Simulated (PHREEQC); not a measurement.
# Copper plating or etch bath

A solution holds 0.016 mol/kgw Cu(BF4)2 and 7.7e-05 mol/kgw H3BO3, at 25 °C. Closed to the air; pH follows from the charge balance.

Model: ion-association model, wateq4f.dat, run in PHREEQC.

Each row changes one thing in this solution. No solid was allowed to form.

| case | pH | ionic strength (mol/kgw) | H3BO3 (mol/kgw) | H2BO3- (mol/kgw) |
|---|---|---|---|---|
| as made | 2.81 | 0.0491 | 0.00137 | 6.43e-10 |
| Cu(BF4)2 from 0.016 to 0.008 mol/kgw | 2.89 | 0.0251 | [?] | 6.96e-10 |
| H3BO3 replaced by NaBF4 at the same molality | 2.81 | 0.0491 | 0.00133 | [?] |
| Cu(BF4)2 replaced by (NH4)2SiF6 at the same molality | 3.15 | 0.0481 | 3.79e-5 | [?] |
| H3BO3 replaced by HBF4 at the same molality | [?] | 0.0491 | 0.00133 | [?] |
| H3BO3 from 7.7e-05 to 0.000385 mol/kgw | 2.81 | 0.0491 | 0.00157 | 7.36e-10 |
| Cu(BF4)2 replaced by Cu(NO3)2 at the same molality | 4.64 | 0.0480 | 7.70e-5 | 2.43e-9 |

### Question
What belongs in the gaps?

### Answer

- Cu(BF4)2 from 0.016 to 0.008 mol/kgw, H3BO3 (mol/kgw): 0.00132
- H3BO3 replaced by NaBF4 at the same molality, H2BO3- (mol/kgw): 6.20e-10
- Cu(BF4)2 replaced by (NH4)2SiF6 at the same molality, H2BO3- (mol/kgw): 3.92e-11
- H3BO3 replaced by HBF4 at the same molality, pH: 2.80
- H3BO3 replaced by HBF4 at the same molality, H2BO3- (mol/kgw): 6.09e-10

Some of these states are supersaturated (in Quartz (slow to form), Chalcedony (slow to form), for instance). Real BF4- forms and hydrolyses slowly; the run takes it at equilibrium.
